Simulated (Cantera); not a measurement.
## Adiabatic ignition

An adiabatic, constant-pressure homogeneous reactor starts with 24.5 % H2, 15.9 % O2, 59.7 % N2, at 1425 K and 9.57 atm.

Computed with Cantera and GRI-Mech 3.0 (53 species, 325 reactions). The hydrogen kinetics of GRI-Mech 3.0 are dated; newer H2 mechanisms differ, most at raised pressure.

| t (s) | T (K) | x H2 | x O2 | x NO | x OH | x N2O | x HO2 | x H |
|---|---|---|---|---|---|---|---|---|
| 4.00e-6 | 2740 | 0.0210 | 0.0414 | 0.000159 | 0.0292 | 1.28e-6 | 3.14e-5 | 0.00996 |
| 9.72e-6 | 2888 | 0.0125 | 0.0392 | 0.000564 | 0.0244 | 2.14e-6 | 2.71e-5 | 0.00409 |
| 2.36e-5 | 2890 | 0.0124 | 0.0387 | 0.00149 | 0.0242 | 2.16e-6 | 2.68e-5 | 0.00400 |
| 5.74e-5 | 2887 | 0.0124 | 0.0378 | 0.00357 | 0.0239 | 2.16e-6 | 2.62e-5 | 0.00397 |
| 0.000139 | 2882 | 0.0125 | 0.0361 | 0.00758 | 0.0234 | 2.19e-6 | 2.51e-5 | 0.00391 |
| 0.000339 | 2875 | 0.0126 | 0.0339 | 0.0125 | 0.0227 | 2.30e-6 | 2.37e-5 | 0.00384 |
| 0.000823 | 2872 | 0.0126 | 0.0330 | 0.0147 | 0.0224 | 2.37e-6 | 2.31e-5 | 0.00381 |
| 0.00200 | 2872 | 0.0126 | 0.0330 | 0.0148 | 0.0224 | 2.37e-6 | 2.30e-5 | 0.00381 |
| 0.00486 | 2872 | 0.0126 | 0.0330 | 0.0148 | 0.0224 | 2.37e-6 | 2.30e-5 | 0.00381 |
| 0.0118 | 2872 | 0.0126 | 0.0330 | 0.0148 | 0.0224 | 2.37e-6 | 2.30e-5 | 0.00381 |
| 0.0287 | 2872 | 0.0126 | 0.0330 | 0.0148 | 0.0224 | 2.37e-6 | 2.30e-5 | 0.00381 |
| 0.0697 | 2872 | 0.0126 | 0.0330 | 0.0148 | 0.0224 | 2.37e-6 | 2.30e-5 | 0.00381 |
| 0.169 | 2872 | 0.0126 | 0.0330 | 0.0148 | 0.0224 | 2.37e-6 | 2.30e-5 | 0.00381 |
| 0.412 | 2872 | 0.0126 | 0.0330 | 0.0148 | 0.0224 | 2.37e-6 | 2.30e-5 | 0.00381 |
| 1.00 | 2872 | 0.0126 | 0.0330 | 0.0148 | 0.0224 | 2.37e-6 | 2.30e-5 | 0.00381 |
x: mole fraction; the columns are a selection and need not sum to one.

```yaml
time_of_steepest_temperature_rise: 2.13 µs
temperature at 1.00 s: 2872 K
equilibrium_temperature: 2872 K
x(H2) at 1.00 s: 0.0126 (gas-phase equilibrium 0.0126)
x(O2) at 1.00 s: 0.0330 (gas-phase equilibrium 0.0330)
x(NO) at 1.00 s: 0.0148 (gas-phase equilibrium 0.0148)
```
